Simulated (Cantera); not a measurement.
A Cantera script and what it prints.

```python
import numpy as np
import cantera as ct

gas_names = [...]  # 110 gases of nasa_gas.yaml made of C, H, O
cond_names = """
    C(gr) C6H6(L) C7H8(L) C8H18(L),n-octa H2O(s) H2O(L)
""".split()


# ... load() reads the species with a 1 bar reference pressure and builds the phases ...
atoms = {
    'CH4': {'C': 1, 'H': 4},
    'CO2': {'C': 1, 'O': 2},
}
top_T = {'C(gr)': 4500}  # K; cautious upper limits of use, not melting points


# ... equilibrate(T, P, feed) seeds the gas with the atoms and calls Mixture.equilibrate('TP', solver="vcs", rtol=1e-11, max_steps=5000) ...
results = []
T = 1175  # K
P = 110  # Pa
for m in [0.11, 0.17, 0.24, 0.36, 0.54, 0.8, 1.2, 1.8]:
    feed = {'CH4': 1, 'CO2': m}  # mol
    mix = equilibrate(T, P, feed)
    results.append((T, P, feed, dict(zip(mix.species_names, mix.species_moles))))

top = {s: max(r[3][s] / sum(r[3][g] for g in gas_names) for r in results) for s in gas_names}
cols = sorted((s for s in top if top[s] > 1e-06), key=lambda s: -top[s])[:6]
seen = [c for c in cond_names if any(r[3].get(c, 0) > 1e-12 for r in results)]
print("log10 of partial pressures in bar; condensed amounts in mol")
print(f"{'n(CO2)':>10s}" + "".join(f"{s[:9]:>10s}" for s in cols + seen))
for T, P, feed, n in results:
    ng = sum(n[g] for g in gas_names)
    print(f"{feed['CO2']:10.4g}" + "".join(f"{np.log10(max(n[s] / ng * P / 1e5, 1e-99)):10.3f}" for s in cols)
          + "".join(f"{n.get(c, 0):10.4g}" for c in seen))
```

Output:

```
log10 of partial pressures in bar; condensed amounts in mol
    n(CO2)        H2        CO       CO2       H2O       CH4         H     C(gr)
      0.11    -3.004    -3.963    -9.492    -8.427    -7.726    -8.414      0.89
      0.17    -3.027    -3.796    -9.160    -8.283    -7.771    -8.425      0.83
      0.24    -3.052    -3.672    -8.911    -8.184    -7.822    -8.438      0.76
      0.36    -3.092    -3.536    -8.639    -8.088    -7.902    -8.458      0.64
      0.54    -3.146    -3.414    -8.395    -8.020    -8.010    -8.485      0.46
       0.8    -3.214    -3.311    -8.189    -7.985    -8.146    -8.519       0.2
       1.2    -3.305    -3.258    -4.613    -4.553   -11.798    -8.564         0
       1.8    -3.429    -3.264    -4.010    -4.067   -12.661    -8.626         0
```

Equilibrium computed with Cantera from the NASA thermochemical tables; the gas is ideal and each condensed phase is pure.
